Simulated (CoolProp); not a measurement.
R1224YDZ at 293.15 K and 0.0755 MPa is throttled through a valve to 0.0134 MPa with no heat exchange. Each further row changes one setting.

Values from CoolProp's reference Helmholtz-energy equation of state, Akasaka 2023.

| case | temperature change (K) | final density (kg/m³) |
|---|---|---|
| as stated | … | … |
| outlet pressure 0.00402 MPa | … | 0.248 |
| outlet pressure 0.0174 MPa | … | … |

**Question.** Complete the blanks.

**Answer.** 
- as stated, temperature change (K): -2.6
- as stated, final density (kg/m³): 0.829
- outlet pressure 0.00402 MPa, temperature change (K): -3.0
- outlet pressure 0.0174 MPa, temperature change (K): -2.5
- outlet pressure 0.0174 MPa, final density (kg/m³): 1.08
